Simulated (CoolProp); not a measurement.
Vapour-liquid equilibrium of methanol (1) + water (2) at 0.0665 bar; x and y are mole fractions of (1).

Model: multi-fluid Helmholtz-energy mixture model, de Reuck 1993 and Wagner 2002; pair parameters Bell 2016, in CoolProp.

Give the bubble temperature and the first vapour's composition at x = 0.35, 0.65, 0.8. Is there an azeotrope?

x = 0.35: 17.5 °C, y = 0.784; x = 0.65: 12.3 °C, y = 0.897; x = 0.8: 10.4 °C, y = 0.939. No azeotrope shows between x = 0.05 and 0.95.

Pair parameters are fitted to limited data, so mixtures are less certain than the pure fluids.
